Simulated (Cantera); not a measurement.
What does this Cantera script print?

```python
import numpy as np
import cantera as ct

surf = ct.Interface("ptcombust.yaml", "Pt_surf")
gas = surf.adjacent["gas"]
gas.TPX = 725, 130000, {'H2': 0.0047, 'O2': 0.055, 'N2': 0.79}
surf.TP = 725, 130000
reactor = ct.FlowReactor(gas, clone=False)
reactor.area = 0.0001  # m2
reactor.surface_area_to_volume_ratio = 2100  # 1/m
reactor.mass_flow_rate = 0.3 * reactor.area * gas.density  # inlet velocity 0.3 m/s
reactor.energy_enabled = False
wall = ct.ReactorSurface(surf, reactor, clone=False)
net = ct.ReactorNet([reactor])
net.rtol, net.atol = 1e-8, 1e-16
show, cover = ['H2', 'O2', 'H2O'], ['PT(S)', 'H(S)', 'O(S)', 'OH(S)', 'CO(S)', 'C(S)']

rows = []
print(f"{'z/m':>9s}{'u/(m/s)':>9s}" + "".join(f"{s:>13s}" for s in show + cover))
for z in [9.5e-05, 0.00016, 0.00026, 0.00044, 0.00074, 0.0012, 0.002, 0.0034, 0.0057, 0.0095]:
    net.advance(z)
    rows.append([reactor.speed, *gas[show].X, *surf[cover].coverages])
    print(f"{z:9.4g}{rows[-1][0]:9.3g}" + "".join(f"{x:13.4e}" for x in rows[-1][1:]))
```

Output:

```
      z/m  u/(m/s)           H2           O2          H2O        PT(S)         H(S)         O(S)        OH(S)        CO(S)         C(S)
  9.5e-05    0.299   1.2090e-03   6.2702e-02   4.3344e-03   3.8553e-02   4.3347e-09   9.5892e-01   2.5219e-03   1.4457e-25   4.3147e-29
  0.00016    0.299   7.5174e-04   6.2487e-02   4.7929e-03   2.7341e-02   2.3492e-09   9.7046e-01   2.1950e-03  -2.5424e-26  -1.1398e-29
  0.00026    0.299   4.4053e-04   6.2341e-02   5.1049e-03   2.0629e-02   1.3953e-09   9.7742e-01   1.9476e-03  -1.3225e-26  -7.5854e-30
  0.00044    0.299   2.0951e-04   6.2233e-02   5.3366e-03   1.6395e-02   8.8913e-10   9.8184e-01   1.7627e-03  -8.2619e-28   5.1850e-31
  0.00074    0.299   7.4529e-05   6.2170e-02   5.4720e-03   1.4278e-02   6.6512e-10   9.8406e-01   1.6589e-03  -2.5035e-27   2.6719e-30
   0.0012    0.299   1.7582e-05   6.2143e-02   5.5291e-03   1.3467e-02   5.8468e-10   9.8492e-01   1.6168e-03   7.9279e-26   1.6731e-28
    0.002    0.299   1.5492e-06   6.2136e-02   5.5452e-03   1.3248e-02   5.6343e-10   9.8515e-01   1.6052e-03  -5.4045e-30  -5.9082e-33
   0.0034    0.299   2.2683e-08   6.2135e-02   5.5467e-03   1.3227e-02   5.6144e-10   9.8517e-01   1.6041e-03   2.3353e-31  -3.0609e-35
   0.0057    0.299   2.2039e-11   6.2135e-02   5.5467e-03   1.3227e-02   5.6141e-10   9.8517e-01   1.6040e-03   1.2566e-28  -5.8458e-33
   0.0095    0.299  -2.7662e-16   6.2135e-02   5.5467e-03   1.3227e-02   5.6141e-10   9.8517e-01   1.6040e-03   1.0658e-30   4.4976e-34
```

Cantera simulation using Deutschmann's 1995 Pt surface mechanism with GRI-Mech 3.0 gas chemistry; the numbers are that mechanism's predictions, not measurements. Catalytic surfaces can have several steady states; this one follows from the mechanism file's or the stated starting coverage. Mass transfer to the wall is taken as infinitely fast.
